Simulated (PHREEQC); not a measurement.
Model water analysis in mmol/kgw, 55 °C, pH 7.17, pe 10.5:

```csv
constituent,mmol/kgw
Na,54.9
K,19.2
Ca,1.69
Mg,18.9
Cl,109
S(6),3.48
Alkalinity (meq/kgw),1.26
F,0.0165
Sr,0.553
```

Valence states are taken as typed.

All values are PHREEQC results (ion-association model, wateq4f.dat), not measurements.

**Question.** The ionic strength comes out as 0.134 mol/kgw. What activity coefficients do MgF+, NaSO4-, CaHCO3+, Ca+2, NaCO3- get?

**Answer.** MgF+ 0.74, NaSO4- 0.76, CaHCO3+ 0.77, Ca+2 0.34, NaCO3- 0.76.

No solid was allowed to form. Saturation is exceeded, for instance for Magnesite (slow to form); the values hold only as long as no solid forms. Away from 25 °C the constants follow the database's enthalpies or fits; those with neither stay at their 25 °C values.
